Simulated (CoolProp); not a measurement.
Computed with CoolProp (reference Helmholtz-energy equation of state, Setzmann 1991).

Task: For methane, give the phase and the speed of sound (m/s), conductivity (mW/(m K)), Prandtl number at 309.9 K and 1.53 bar; 272.4 K and 11.9 bar.

Result: 
- 309.9 K and 1.53 bar: gas; speed of sound 456, conductivity 35.8, Prandtl number 0.731
- 272.4 K and 11.9 bar: gas; speed of sound 425, conductivity 31.5, Prandtl number 0.756

Viscosity comes from a separate model (Quiñones-Cisneros 2006). Thermal conductivity comes from a separate model (Friend 1989).
